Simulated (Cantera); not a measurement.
An adiabatic, constant-pressure homogeneous reactor starts with 5.56 % C₃H₈, 19.9 % O₂, 74.6 % N₂, equivalence ratio 1.4, at 1523 K and 28.0 bar.

Computed with Cantera and GRI-Mech 3.0 (53 species, 325 reactions). GRI-Mech 3.0 was tuned for natural gas; its chemistry of propane as a main component is partial and can be far from experiment. The pressure lies above the range GRI-Mech 3.0 was tuned for (to about 10 atm).

x: mole fraction; the columns are a selection and need not sum to one.

```csv
t (s),T (K),x C₃H₈,x O₂,x HO₂,x CH₃,x C₂H
1.00e-6,1520,0.0541,0.198,?,0.000574,<1e-12
4.33e-6,1530,0.0441,0.191,?,0.000722,9.40e-11
1.87e-5,2987,<1e-12,0.000779,?,5.56e-11,<1e-12
8.11e-5,2979,<1e-12,0.000711,1.58e-6,5.83e-11,<1e-12
0.000351,2976,<1e-12,0.000692,1.54e-6,5.91e-11,<1e-12
0.00152,2976,<1e-12,0.000692,1.54e-6,5.91e-11,<1e-12
0.00658,2976,<1e-12,0.000692,1.54e-6,5.91e-11,<1e-12
0.0285,2976,<1e-12,0.000692,1.54e-6,5.91e-11,<1e-12
0.123,2976,<1e-12,0.000692,1.54e-6,5.91e-11,<1e-12
0.534,2976,<1e-12,0.000692,1.54e-6,5.91e-11,<1e-12
2.31,2976,<1e-12,0.000692,1.54e-6,5.91e-11,<1e-12
10.0,2976,<1e-12,0.000692,1.54e-6,5.91e-11,<1e-12
```

Task: Some entries are withheld; supply them.

Result: 
- 1.00e-6, x HO₂: 0.000119
- 4.33e-6, x HO₂: 0.000210
- 1.87e-5, x HO₂: 1.72e-6
